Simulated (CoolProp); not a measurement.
A closed Brayton cycle with carbon dioxide: compressor inlet 331.15 K and 8.4 MPa, high pressure 15.6 MPa, turbine inlet 665 K, compressor efficiency 0.89, turbine efficiency 0.93, recuperator effectiveness 0 (on enthalpy, no pinch check). Each further row changes one setting.

Model: reference Helmholtz-energy equation of state, Span 1996, in CoolProp.

```csv
case,thermal efficiency (%),net work (kJ/kg),compressor to turbine work,compressor exit (K),turbine exit (K)
as stated,10.1,37.4,0.45,383.5,597.0
turbine inlet 615 K,10.1,___,0.49,383.5,___
compressor inlet 341.15 K,___,___,___,396.3,597.0
high pressure 13.3 MPa,7.7,___,___,369.8,614.3
recuperator effectiveness 0.5,15.3,37.4,0.45,383.5,597.0
```

Some entries are withheld; supply them.


- turbine inlet 615 K, net work (kJ/kg): 31.2
- turbine inlet 615 K, turbine exit (K): 549.7
- compressor inlet 341.15 K, thermal efficiency (%): 9.8
- compressor inlet 341.15 K, net work (kJ/kg): 33.9
- compressor inlet 341.15 K, compressor to turbine work: 0.50
- high pressure 13.3 MPa, net work (kJ/kg): 29.2
- high pressure 13.3 MPa, compressor to turbine work: 0.43
